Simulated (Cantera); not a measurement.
Cantera run:

```python
import numpy as np
import cantera as ct

gas_names = """
    C CO CO2 C2 C2O C3 C3O2 C4 C5 Ca CaO Ca2 O O2 O3
""".split()
cond_names = """
    C(gr) Ca(a) Ca(b) Ca(L) CaCO3(caL) CaO(s) CaO(L)
""".split()


def load(file, names, dense=False):
    # The tables refer to 1 bar. Condensed volumes are neglected.
    table = {s.name: s for s in ct.Species.list_from_file(file)}
    out = []
    for n in names:
        d = dict(table[n].input_data)
        d["thermo"] = dict(d["thermo"], **{"reference-pressure": 1e5})
        if dense:
            d["equation-of-state"] = {"model": "constant-volume", "density": "1e6 g/cm^3"}
        out.append(ct.Species.from_dict(d))
    return out


gas = ct.Solution(thermo="ideal-gas", species=load("nasa_gas.yaml", gas_names))
cond = {s.name: ct.Solution(thermo="fixed-stoichiometry", species=[s], name=s.name)
        for s in load("nasa_condensed.yaml", cond_names, dense=True)}
atoms = {
    'CaCO3': {'Ca': 1, 'C': 1, 'O': 3},
    'O2': {'O': 2},
}
top_T = {'C(gr)': 4500}  # K; cautious upper limits of use, not melting points


def equilibrate(T, P, feed):
    n = {}
    for name, mol in feed.items():
        for a, k in atoms[name].items():
            n[a] = n.get(a, 0.0) + k * mol
    gas.TPX = T, P, n
    mass = sum(n.values()) * gas.mean_molecular_weight
    gas.equilibrate("TP")
    valid = [c for c in cond.values() if c.min_temp <= T <= top_T.get(c.name, c.max_temp)]
    mix = ct.Mixture([(gas, mass / gas.mean_molecular_weight)] + [(c, 0.0) for c in valid])
    mix.T, mix.P = T, P
    mix.equilibrate("TP", solver="vcs", rtol=1e-11, max_steps=5000)
    return mix


results = []
feed = {'CaCO3': 1, 'O2': 3.3}  # mol
P = 50000  # Pa
for T in [698, 798, 898, 998, 1098, 1198, 1298, 1398, 1498, 1598, 1698, 1798]:
    mix = equilibrate(T, P, feed)
    results.append((T, P, feed, dict(zip(mix.species_names, mix.species_moles))))

top = {s: max(r[3][s] / sum(r[3][g] for g in gas_names) for r in results) for s in gas_names}
cols = sorted((s for s in top if top[s] > 0.0001), key=lambda s: -top[s])[:5]
seen = [c for c in cond_names if any(r[3].get(c, 0) > 1e-12 for r in results)]
print("log10 of partial pressures in bar; condensed amounts in mol")
print(f"{'T/K':>10s}" + "".join(f"{s[:9]:>10s}" for s in cols + seen))
for T, P, feed, n in results:
    ng = sum(n[g] for g in gas_names)
    print(f"{T:10.4g}" + "".join(f"{np.log10(max(n[s] / ng * P / 1e5, 1e-99)):10.3f}" for s in cols)
          + "".join(f"{n.get(c, 0):10.4g}" for c in seen))
```

Result:

```
log10 of partial pressures in bar; condensed amounts in mol
       T/K        O2       CO2         O CaCO3(caL    CaO(s)
       698    -0.301    -5.164   -15.650         1 4.522e-05
       798    -0.301    -3.536   -13.290    0.9981  0.001924
       898    -0.306    -2.277   -11.454    0.9648   0.03522
       998    -0.349    -1.278   -10.005    0.6112    0.3888
      1098    -0.416    -0.934    -8.833         0         1
      1198    -0.416    -0.934    -7.827         0         1
      1298    -0.416    -0.934    -6.976         0         1
      1398    -0.416    -0.934    -6.245         0         1
      1498    -0.416    -0.935    -5.612         0         1
      1598    -0.416    -0.935    -5.057         0         1
      1698    -0.416    -0.935    -4.567         0         1
      1798    -0.416    -0.935    -4.131         0         1
```

Method: chemical equilibrium by Gibbs-energy minimisation in Cantera with the NASA 1993 tables (ideal gas, pure condensed phases).
